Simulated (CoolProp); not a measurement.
Properties of R142b along the isobar 3.2 MPa.

The numbers come from the reference Helmholtz-energy equation of state, Lemmon 2006 in CoolProp. It is a short technical equation, of lower accuracy than the large ones.

```
T (K)   phase  cv (kJ/(kg K))  fugacity coefficient
-----  ------  --------------  --------------------
268.5  liquid          0.8344               0.04065
284    liquid          0.8556               0.06976
299.5  liquid          0.8770                0.1114
315    liquid          0.8986                0.1675
330.5  liquid          0.9205                0.2391
346    liquid          0.9430                0.3264
361.5  liquid          0.9666                0.4283
377    liquid          0.9931                0.5425
392.5  liquid           1.029                0.6645
408       gas           1.041                0.7290
423.5     gas           1.024                0.7633
439       gas           1.023                0.7914
454.5     gas           1.030                0.8152
470       gas           1.039                0.8356
```
